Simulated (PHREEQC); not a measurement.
## Acid rinse or clean: an equilibrium model

Consider water at 45 °C with 65 mmol/kgw HNO3, 12 mmol/kgw CaCl2 and 17 mmol/kgw CuCl2. Closed to the air; pH follows from the charge balance.

Computed with PHREEQC (ion-association model, phreeqc.dat).

No solid was allowed to form.

Question: Estimate the pH, specific conductance.

Answer: pH 1.28; specific conductance 40900 µS/cm.

Question: In which forms is Cu present?

Answer: Cu+2 88 %, CuCl+ 11 % of the Cu.

Away from 25 °C the constants follow the database's enthalpies or fits; those with neither stay at their 25 °C values.
